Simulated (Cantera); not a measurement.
**Moist CO burnout**

An isothermal, constant-pressure homogeneous reactor starts with 0.0906 % CO, 0.326 % O2, 8.97 % H2O, 90.6 % N2, equivalence ratio 0.14, at 1175 K and 23000 Pa.

Cantera simulation using GRI-Mech 3.0 (53 species, 325 reactions); the numbers are that mechanism's predictions, not measurements.

```json
[
 {"t (s)": "8.00e-5", "x CO": "0.000906", "x O2": "0.00326", "x H2O": "0.0897", "x H2": "<1e-12", "x NO": "<1e-12", "x H": "<1e-12"},
 {"t (s)": "0.000288", "x CO": "0.000906", "x O2": "0.00326", "x H2O": "0.0897", "x H2": "<1e-12", "x NO": "<1e-12", "x H": "<1e-12"},
 {"t (s)": "0.00103", "x CO": "0.000906", "x O2": "0.00326", "x H2O": "0.0897", "x H2": "5.13e-12", "x NO": "<1e-12", "x H": "4.29e-12"},
 {"t (s)": "0.00371", "x CO": "0.000906", "x O2": "0.00326", "x H2O": "0.0897", "x H2": "1.41e-10", "x NO": "<1e-12", "x H": "3.04e-11"},
 {"t (s)": "0.0133", "x CO": "0.000906", "x O2": "0.00326", "x H2O": "0.0897", "x H2": "5.77e-9", "x NO": "<1e-12", "x H": "5.00e-10"},
 {"t (s)": "0.0480", "x CO": "0.000878", "x O2": "0.00325", "x H2O": "0.0897", "x H2": "1.80e-5", "x NO": "<1e-12", "x H": "1.46e-6"},
 {"t (s)": "0.172", "x CO": "4.78e-6", "x O2": "0.00283", "x H2O": "0.0896", "x H2": "6.98e-5", "x NO": "2.45e-9", "x H": "4.92e-6"},
 {"t (s)": "0.619", "x CO": "1.02e-7", "x O2": "0.00281", "x H2O": "0.0897", "x H2": "4.57e-6", "x NO": "2.67e-9", "x H": "8.60e-8"},
 {"t (s)": "2.23", "x CO": "9.49e-9", "x O2": "0.00281", "x H2O": "0.0897", "x H2": "5.73e-7", "x NO": "2.71e-9", "x H": "4.09e-9"},
 {"t (s)": "8.00", "x CO": "1.66e-9", "x O2": "0.00281", "x H2O": "0.0897", "x H2": "1.16e-7", "x NO": "2.73e-9", "x H": "3.88e-10"}
]
```
x: mole fraction; the columns are a selection and need not sum to one.

Equilibrium at this temperature and pressure: CO 3.44e-10, O2 0.00280, H2O 0.0897, H2 2.66e-8, NO 2.00e-5, H 4.20e-11 (gas phase only).
